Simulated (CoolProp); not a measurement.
Values from CoolProp's reference Helmholtz-energy equation of state, Lemmon 2006. It is a short technical equation, of lower accuracy than the large ones.

Question: For toluene, give the phase and the Z, cp (kJ/(kg K)), cv (kJ/(kg K)), Prandtl number at 609.6 K and 14.7 MPa.

Answer: 
- 609.6 K and 14.7 MPa: supercritical; Z 0.484, cp 2.73, cv 2.17, Prandtl number 2.59

Viscosity comes from a separate model (Avgeri 2015). Thermal conductivity comes from a separate model (Assael 2012).
